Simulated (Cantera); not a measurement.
Input: 1 mol SiH2Cl2, 2.8 mol HCl, 94 mol N2, held at 1275 °C and 0.133 bar.

These are equilibrium values from Cantera (NASA tables, ideal gas, pure condensed phases), not measurements of a reactor. Candidate condensed phases: NH4Cl, Si, Si3N4; 28 gas species. The tables' values for SiCl3 are old estimates; treat these amounts as uncertain. Equilibrium is a limit: real reactors are often held back by kinetics, nucleation or transport.

Base state: N2 0.953, HCl 0.0331, H2 0.00780, SiCl2 0.00447, SiCl3 0.00113, SiCl4 0.000801, Cl 2.53e-5, SiHCl3 2.30e-5 (mole fractions); condensed: Si3N4(s).

### Question
What changes in the equilibrium state with this change: HCl from 2.8 to 0.05 mol?

### Answer
| species | before | after |
|---|---|---|
| N2 | 0.953 | 0.979 |
| HCl | 0.0331 | 0.0150 |
| H2 | 0.00780 | 0.00320 |
| SiCl2 | 0.00447 | 0.00220 |
| SiHCl3 | 2.30e-5 | 5.15e-6 |
| SiCl4 | 0.000801 | 0.000198 |
| Si3N4(s), mol | 0.123 | 0.244 |
